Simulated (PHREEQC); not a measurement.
A solution holds 0.0068 mol/kgw HF, 0.31 mol/kgw NH4F, 0.0044 mol/kgw H2SiF6 and 0.0028 mol/kgw H2SO4, at 20 °C. Closed to the air; pH follows from the charge balance.

Equilibrium calculation in PHREEQC: ion-association model, phreeqc.dat.

Each row changes one thing in this solution. No solid was allowed to form.

| case | pH | F- (mol/kgw) | HF2- (mol/kgw) | HF (mol/kgw) | SO4-2 (mol/kgw) | NH4SO4- (mol/kgw) |
|---|---|---|---|---|---|---|
| as made | 4.37 | 0.285 | 0.0107 | 0.0104 | 0.00150 | 0.00129 |
| temperature from 20 to 90 °C | 4.96 | 0.284 | 0.0115 | 0.0100 | 0.00164 | 0.00116 |
| H2SiF6 replaced by LiF at the same molality | 4.64 | 0.302 | 0.00647 | 0.00591 | 0.00150 | 0.00129 |
| diluted 100-fold with water | 4.13 | 0.00311 | 3.40e-6 | 0.000297 | 2.70e-5 | 8.45e-7 |
| temperature from 20 to 30 °C | 4.46 | 0.284 | 0.0111 | 0.0100 | 0.00152 | 0.00128 |
| HF from 0.0068 to 0.0034 mol/kgw | 4.45 | 0.287 | 0.00904 | 0.00872 | 0.00150 | 0.00129 |
| H2SO4 from 0.0028 to 0.00308 mol/kgw | 4.36 | 0.284 | 0.0110 | 0.0107 | 0.00165 | 0.00142 |

At this temperature some constants are extrapolated from 25 °C, and those without enthalpy data are left unchanged. SiF6-2 is the database's only silicon fluoride.
